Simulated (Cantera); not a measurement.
An isothermal, constant-pressure homogeneous reactor starts with C₂H₆ : H₂ = 1 : 1.1 (molar parts), at 1650 K and 3.90 Torr. Integrator tolerance rtol = 1e-08.

Model: GRI-Mech 3.0 (53 species, 325 reactions), integrated in Cantera. GRI-Mech 3.0 stops at C3 and has no aromatics, soot or wall deposition, so with more carbon than oxygen in the feed, carbon stays in small species such as C2H2 where larger ones or solid carbon would form. Radical loss at walls, strong at low pressure, is not modelled.

**Question.** What does this change do: C2H6 1 to 0.49 parts?

**Answer.** 
```
quantity                                             before                                      after
----------------  -----------------------------------------  -----------------------------------------
x(C₂H₆) at 200 s  8.85e-10 (gas-phase equilibrium 8.28e-10)  8.15e-10 (gas-phase equilibrium 7.42e-10)
x(H₂) at 200 s          0.755 (gas-phase equilibrium 0.755)        0.808 (gas-phase equilibrium 0.808)
x(CH₄) at 200 s   0.000347 (gas-phase equilibrium 0.000328)  0.000347 (gas-phase equilibrium 0.000322)
x(H) at 200 s       0.00110 (gas-phase equilibrium 0.00110)    0.00114 (gas-phase equilibrium 0.00114)
x(C₂H₂) at 200 s        0.244 (gas-phase equilibrium 0.244)        0.190 (gas-phase equilibrium 0.190)
x(CH₂) at 200 s     1.47e-8 (gas-phase equilibrium 1.40e-8)    1.38e-8 (gas-phase equilibrium 1.28e-8)
```

**Question.** What does this change do: pressure from 3.90 Torr to 0.590 bar?

**Answer.** 
| quantity | before | after |
|---|---|---|
| x(C₂H₆) at 200 s | 8.85e-10 (gas-phase equilibrium 8.28e-10) | 9.37e-6 (gas-phase equilibrium 9.37e-6) |
| x(H₂) at 200 s | 0.755 (gas-phase equilibrium 0.755) | 0.729 (gas-phase equilibrium 0.729) |
| x(CH₄) at 200 s | 0.000347 (gas-phase equilibrium 0.000328) | 0.0343 (gas-phase equilibrium 0.0343) |
| x(H) at 200 s | 0.00110 (gas-phase equilibrium 0.00110) | 0.000102 (gas-phase equilibrium 0.000102) |
| x(C₂H₂) at 200 s | 0.244 (gas-phase equilibrium 0.244) | 0.230 (gas-phase equilibrium 0.230) |
| x(CH₂) at 200 s | 1.47e-8 (gas-phase equilibrium 1.40e-8) | 1.33e-8 (gas-phase equilibrium 1.33e-8) |
